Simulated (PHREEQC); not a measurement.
NaOH is added in steps, without added water, to 1 kg of water holding 0.0053 mol/kgw H3PO4 and 3.7e-05 mol/kgw H4SiO4, at 50 °C. O2 is buffered at 0.21 atm. The system is closed to CO2. Solids allowed: Chalcedony. Others were left out.

Base run: PHREEQC, ion-association model, phreeqc.dat. Each further column changes one thing. The table gives HPO4-2 (mol/kgw).

```
NaOH added (mol)      base  all activity coefficients set to 1  metal-ligand complexes left out  Davies equation for every ion  Debye-Hückel limiting law
----------------  --------  ----------------------------------  -------------------------------  -----------------------------  -------------------------
0                  9.13e-8                             7.07e-8                          9.13e-8                        9.21e-8                    9.41e-8
0.0008125          1.19e-7                             9.21e-8                          1.19e-7                        1.20e-7                    1.23e-7
0.002437           2.29e-7                             1.78e-7                          2.29e-7                        2.31e-7                    2.36e-7
0.00325            3.55e-7                                 ___                          3.55e-7                        3.58e-7                    3.67e-7
0.004063           6.56e-7                             5.14e-7                          6.56e-7                        6.62e-7                    6.78e-7
0.005687          0.000387                                 ___                         0.000390                       0.000387                   0.000387
0.0065             0.00119                             0.00119                          0.00120                        0.00119                    0.00119
0.007313           0.00199                             0.00198                          0.00201                        0.00199                    0.00199
0.008937           0.00360                             0.00357                          0.00364                        0.00360                    0.00360
0.00975            0.00439                             0.00436                          0.00444                        0.00439                    0.00440
0.01056            0.00515                                 ___                          0.00521                        0.00515                    0.00515
0.01219            0.00506                             0.00508                          0.00513                        0.00507                    0.00506
0.013              0.00498                                 ___                          0.00505                        0.00498                    0.00497
```

Problem. What belongs in the gaps?

Solution. 
- 0.00325, all activity coefficients set to 1: 2.77e-7
- 0.005687, all activity coefficients set to 1: 0.000385
- 0.01056, all activity coefficients set to 1: 0.00510
- 0.013, all activity coefficients set to 1: 0.00503

At this temperature some constants are extrapolated from 25 °C, and those without enthalpy data are left unchanged.
